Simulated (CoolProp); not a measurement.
Propylene at several states: Z from the reference equation and from simpler models built on Tc = 364.2 K, pc = 4555 kPa, ω = 0.146; each cubic takes its own stable root.

Values from CoolProp's reference Helmholtz-energy equation of state, Lemmon 2013.

```
T (K)  p (kPa)          phase  reference
-----  -------  -------------  ---------
525.8      278            gas     0.9938
314.8     3580         liquid     0.1189
450.3     4640  supercritical     0.8154
339.1     15.8            gas     0.9985
111.4    19800         liquid      1.202
152.2    12400         liquid     0.5875
```

Question: How far does each simpler model (van der Waals, Redlich-Kwong, Soave-Redlich-Kwong, Peng-Robinson) lie from the reference over these 6 states: mean and median of the absolute difference, and the worst?

Answer: 
- van der Waals: mean 29.8 %, median 29.4 %, worst +61.1 % at 111.4 K and 19800 kPa
- Redlich-Kwong: mean 5.4 %, median 4.5 %, worst +13.7 % at 314.8 K and 3580 kPa
- Soave-Redlich-Kwong: mean 5.0 %, median 4.4 %, worst +10.9 % at 314.8 K and 3580 kPa
- Peng-Robinson: mean 1.6 %, median 1.8 %, worst -4.0 % at 152.2 K and 12400 kPa
